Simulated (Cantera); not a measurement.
An adiabatic, constant-volume homogeneous reactor starts with CO : H2 : O2 : N2 = 1 : 0.044 : 0.435 : 1.64 (molar parts), equivalence ratio 1.2, at 1298 K and 1800 Torr. Integrator tolerance rtol = 1e-08.

Detailed kinetics in Cantera: GRI-Mech 3.0 (53 species, 325 reactions). The hydrogen kinetics of GRI-Mech 3.0 are dated; newer H2 mechanisms differ, most at raised pressure.

**Question.** What does this change do: pressure from 1800 Torr to 3750 Torr?

**Answer.** 
```tsv
quantity	before	after
time of steepest temperature rise	46.7 µs	26.2 µs
temperature at 0.200 s	2965 K	3032 K
equilibrium temperature	2965 K	3032 K
x(CO) at 0.200 s	0.150 (gas-phase equilibrium 0.150)	0.143 (gas-phase equilibrium 0.143)
x(H2) at 0.200 s	0.00103 (gas-phase equilibrium 0.00103)	0.000969 (gas-phase equilibrium 0.000969)
x(O2) at 0.200 s	0.0318 (gas-phase equilibrium 0.0318)	0.0289 (gas-phase equilibrium 0.0289)
x(NO) at 0.200 s	0.0152 (gas-phase equilibrium 0.0152)	0.0158 (gas-phase equilibrium 0.0158)
x(H) at 0.200 s	0.00204 (gas-phase equilibrium 0.00204)	0.00168 (gas-phase equilibrium 0.00168)
x(H2O) at 0.200 s	0.0102 (gas-phase equilibrium 0.0102)	0.0107 (gas-phase equilibrium 0.0107)
x(CO2) at 0.200 s	0.204 (gas-phase equilibrium 0.204)	0.211 (gas-phase equilibrium 0.211)
```
Above 3000 K some thermodynamic fits are extrapolated.

**Question.** What does this change do: N2 1.64 to 3.1 parts?

**Answer.** 
```json
[
 {"quantity": "time of steepest temperature rise", "before": "46.7 µs", "after": "74.6 µs"},
 {"quantity": "temperature at 0.200 s", "before": "2965 K", "after": "2725 K"},
 {"quantity": "equilibrium temperature", "before": "2965 K", "after": "2725 K"},
 {"quantity": "x(CO) at 0.200 s", "before": "0.150 (gas-phase equilibrium 0.150)", "after": "0.0753 (gas-phase equilibrium 0.0753)"},
 {"quantity": "x(H2) at 0.200 s", "before": "0.00103 (gas-phase equilibrium 0.00103)", "after": "0.000564 (gas-phase equilibrium 0.000564)"},
 {"quantity": "x(O2) at 0.200 s", "before": "0.0318 (gas-phase equilibrium 0.0318)", "after": "0.0120 (gas-phase equilibrium 0.0120)"},
 {"quantity": "x(NO) at 0.200 s", "before": "0.0152 (gas-phase equilibrium 0.0152)", "after": "0.00764 (gas-phase equilibrium 0.00764)"},
 {"quantity": "x(H) at 0.200 s", "before": "0.00204 (gas-phase equilibrium 0.00204)", "after": "0.000693 (gas-phase equilibrium 0.000693)"},
 {"quantity": "x(H2O) at 0.200 s", "before": "0.0102 (gas-phase equilibrium 0.0102)", "after": "0.00818 (gas-phase equilibrium 0.00818)"},
 {"quantity": "x(CO2) at 0.200 s", "before": "0.204 (gas-phase equilibrium 0.204)", "after": "0.161 (gas-phase equilibrium 0.161)"}
]
```
